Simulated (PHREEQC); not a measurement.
Consider water at 4.1 °C with 0.029 mol Cu(NO3)2, 0.00014 mol HBF4 and 0.0027 mol H3BO3 per kg of water. Closed to the air; pH follows from the charge balance.

The numbers come from PHREEQC with the ion-association model, wateq4f.dat.

```tsv
quantity	before	after
pH	3.43	2.88
ionic strength (mol/kgw)	0.0873	0.0959
F- (mol/kgw)	0.000371	0.00200
HF (mol/kgw)	0.000110	0.00208
CuF+ (mol/kgw)	6.64e-5	0.000376
BF2(OH)2- (mol/kgw)	4.08e-6	0.000139
SI of Tenorite (CuO)	-3.51	-4.59
SI of Cu(OH)2 (Cu(OH)2)	-4.53	-5.61
```

**Question.** What was changed between the two runs?
A) Cu(NO3)2 from 0.029 to 0.0145 mol/kgw
B) temperature from 4.1 to 85 °C
C) diluted 2-fold with water
D) H3BO3 from 0.0027 to 0.00054 mol/kgw
E) H3BO3 replaced by Cu(BF4)2 at the same molality

**Answer.** E, H3BO3 replaced by Cu(BF4)2 at the same molality

Precipitation was switched off in this run. At this temperature some constants are extrapolated from 25 °C, and those without enthalpy data are left unchanged. Real BF4- forms and hydrolyses slowly; the run takes it at equilibrium.
